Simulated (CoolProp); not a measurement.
Nitrous oxide along the isobar 21.4 bar: density (kg/m³) from the reference equation and from simpler models built on Tc = 36.4 °C, pc = 72.45 bar, ω = 0.161; each cubic takes its own stable root.

Values from CoolProp's reference Helmholtz-energy equation of state, Lemmon 2006. It is a short technical equation, of lower accuracy than the large ones.

```csv
T (°C),phase,reference
-72.05,liquid,1184
-51.55,liquid,1119
-31.15,liquid,1045
-10.65,gas,54.53
9.75,gas,47.30
30.25,gas,42.34
50.65,gas,38.60
71.15,gas,35.58
91.65,gas,33.08
112.05,gas,30.97
132.55,gas,29.14
```

Task: How far does each simpler model (van der Waals, Redlich-Kwong, Soave-Redlich-Kwong, Peng-Robinson) lie from the reference over these 11 states: mean and median of the absolute difference, and the worst?

Result: 
- van der Waals: mean 16.7 %, median 2.0 %, worst -94.5 % at -31.15 °C and 21.4 bar
- Redlich-Kwong: mean 3.1 %, median 0.3 %, worst -10.9 % at -31.15 °C and 21.4 bar
- Soave-Redlich-Kwong: mean 2.4 %, median 0.3 %, worst -8.4 % at -31.15 °C and 21.4 bar
- Peng-Robinson: mean 1.8 %, median 0.9 %, worst +5.2 % at -72.05 °C and 21.4 bar

At some of these states van der Waals gives the other phase, because its saturation line lies elsewhere.
